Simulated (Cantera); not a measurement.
**Thermodynamics of iron carbonyl, mercury and lead vapours, feed HgO + O₂ + N₂**

Input: 1 mol HgO, 0.22 mol O₂, a varied amount of N₂, at 675 K and 1330 Pa.

Cantera equilibrium calculation (NASA polynomials, part measured and part estimated; ideal gas, pure solids and liquids). Candidate condensed phases: Hg, HgO; 10 gas species. Equilibrium is a limit: real reactors are often held back by kinetics, nucleation or transport.

```json
[
 {"n(N₂) (mol)": "0.98", "log p N₂": "-2.32", "log p Hg": "-2.31", "log p O₂": "-2.45", "log p NO": "-8.79", "log p NO₂": "-9.49"},
 {"n(N₂) (mol)": "1.4", "log p N₂": "-2.22", "log p Hg": "-2.37", "log p O₂": "-2.51", "log p NO": "-8.78", "log p NO₂": "-9.50"},
 {"n(N₂) (mol)": "1.9", "log p N₂": "-2.16", "log p Hg": "-2.43", "log p O₂": "-2.58", "log p NO": "-8.78", "log p NO₂": "-9.53"},
 {"n(N₂) (mol)": "2.7", "log p N₂": "-2.09", "log p Hg": "-2.52", "log p O₂": "-2.66", "log p NO": "-8.79", "log p NO₂": "-9.59"},
 {"n(N₂) (mol)": "3.9", "log p N₂": "-2.03", "log p Hg": "-2.62", "log p O₂": "-2.77", "log p NO": "-8.81", "log p NO₂": "-9.66"},
 {"n(N₂) (mol)": "5.5", "log p N₂": "-1.99", "log p Hg": "-2.73", "log p O₂": "-2.88", "log p NO": "-8.85", "log p NO₂": "-9.75"},
 {"n(N₂) (mol)": "7.7", "log p N₂": "-1.96", "log p Hg": "-2.85", "log p O₂": "-2.99", "log p NO": "-8.89", "log p NO₂": "-9.85"},
 {"n(N₂) (mol)": "11", "log p N₂": "-1.94", "log p Hg": "-2.98", "log p O₂": "-3.12", "log p NO": "-8.94", "log p NO₂": "-9.97"},
 {"n(N₂) (mol)": "15", "log p N₂": "-1.92", "log p Hg": "-3.10", "log p O₂": "-3.24", "log p NO": "-8.99", "log p NO₂": "-10.08"},
 {"n(N₂) (mol)": "22", "log p N₂": "-1.91", "log p Hg": "-3.25", "log p O₂": "-3.39", "log p NO": "-9.06", "log p NO₂": "-10.23"},
 {"n(N₂) (mol)": "31", "log p N₂": "-1.90", "log p Hg": "-3.39", "log p O₂": "-3.53", "log p NO": "-9.13", "log p NO₂": "-10.36"}
]
```
log p: log10 of the partial pressure in bar; nothing condenses.

From 0.98 mol N₂ to 31 mol N₂ nothing is condensed. The main Hg-bearing gas is Hg throughout.
